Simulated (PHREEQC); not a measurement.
Leach liquor (model solution)

Make-up at 25 °C: 0.14 mol/kgw H2SO4 and 0.00042 mol/kgw Al2(SO4)3. Closed to the air; pH follows from the charge balance.

Model: ion-association model, wateq4f.dat, run in PHREEQC.

```json
{
  "pH": "0.89",
  "ionic_strength": "0.187 mol/kgw",
  "total_alkalinity": "-280 meq/kg"
}
```

```csv
species,molality,activity,log γ
H+,0.162,0.130,-0.097
HSO4-,0.118,0.0863,-0.134
SO4-2,0.0228,0.00683,-0.523
AlSO4+,0.000562,0.000412,-0.134
Al+3,0.000142,1.91e-5,-0.871
Al(SO4)2-,0.000121,8.91e-5,-0.134
AlHSO4+2,1.51e-5,4.75e-6,-0.501
AlOH+2,4.58e-9,1.45e-9,-0.499
```

This is a speciation only: nothing precipitates in the calculation. Complexes and solids missing from the database can't appear.
